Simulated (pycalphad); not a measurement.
Computed with pycalphad from the COST 507 light-alloy database (1999), at 1 atm. The database dates from 1999; later assessments differ in places, in temperatures and in the compounds included.

Molar enthalpy of Al-4.37Si-5.96Mn (at.%) in equilibrium (SER reference):

```json
[
 {"T (°C)": "1577", "H (kJ/mol)": "55.69", "phases": "LIQUID"},
 {"T (°C)": "1502", "H (kJ/mol)": "53.25", "phases": "LIQUID"},
 {"T (°C)": "1427", "H (kJ/mol)": "50.81", "phases": "LIQUID"},
 {"T (°C)": "1352", "H (kJ/mol)": "48.37", "phases": "LIQUID"},
 {"T (°C)": "1277", "H (kJ/mol)": "45.94", "phases": "LIQUID"},
 {"T (°C)": "1202", "H (kJ/mol)": "43.50", "phases": "LIQUID"},
 {"T (°C)": "1127", "H (kJ/mol)": "41.07", "phases": "LIQUID"},
 {"T (°C)": "1052", "H (kJ/mol)": "38.64", "phases": "LIQUID"},
 {"T (°C)": "977", "H (kJ/mol)": "36.22", "phases": "LIQUID"},
 {"T (°C)": "902", "H (kJ/mol)": "33.81", "phases": "LIQUID"},
 {"T (°C)": "827", "H (kJ/mol)": "30.83", "phases": "LIQUID + ALMNSI_BETA"},
 {"T (°C)": "752", "H (kJ/mol)": "25.43", "phases": "LIQUID + ALMNSI_BETA"},
 {"T (°C)": "677", "H (kJ/mol)": "19.10", "phases": "LIQUID + ALMNSI_ALPHA"},
 {"T (°C)": "602", "H (kJ/mol)": "8.56", "phases": "FCC_A1 + ALMNSI_ALPHA"},
 {"T (°C)": "527", "H (kJ/mol)": "6.14", "phases": "FCC_A1 + ALMNSI_ALPHA"},
 {"T (°C)": "452", "H (kJ/mol)": "3.84", "phases": "FCC_A1 + ALMNSI_ALPHA"},
 {"T (°C)": "377", "H (kJ/mol)": "1.62", "phases": "FCC_A1 + ALMNSI_ALPHA"},
 {"T (°C)": "302", "H (kJ/mol)": "-0.56", "phases": "FCC_A1 + ALMNSI_ALPHA + DIAMOND_A4"},
 {"T (°C)": "227", "H (kJ/mol)": "-2.66", "phases": "FCC_A1 + ALMNSI_ALPHA + DIAMOND_A4"}
]
```

Cooling from 902 °C to 602 °C, across the freezing range, releases 25.3 kJ/mol, or 880 J/g. The slope is 32 J/(mol K) in the liquid and 32 J/(mol K) just below the solidus, where it includes any heat of precipitation. Liquidus 836 °C, solidus 626 °C. Changes were sought between steps of 75 K, so a narrower field can be missed.

Database names, with the compositions (at.%) that they take in these runs: ALMNSI_BETA: Al 68 Mn 23 Si 9; ALMNSI_ALPHA: Al 70-73 Mn 17 Si 10-12. FCC_A1 is fcc; DIAMOND_A4 is diamond (Si).
